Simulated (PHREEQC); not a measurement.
1 kg of water holding 73 mmol/kgw K2CO3 meets 20 L of dry gas (N2 0.53, O2 0.47 by moles) at fixed total pressure, at 100 °C; fugacities by Peng-Robinson. The gases take part in no redox reaction, some water evaporates into the gas, and hydrates or a liquid gas phase aren't modelled. No solid was allowed to form.

The numbers come from PHREEQC with the ion-association model, phreeqc.dat.

Q: Predict dissolved N2 (mol/kgw) at P (atm) = 2, 20, 40, 300, 400.

A: 
| P (atm) | dissolved N2 (mol/kgw) |
|---|---|
| 2 | 0.000232 |
| 20 | 0.00432 |
| 40 | 0.00872 |
| 300 | 0.0561 |
| 400 | 0.0712 |

Complexes and solids missing from the database can't appear. Constants without temperature data keep their 25 °C values here.
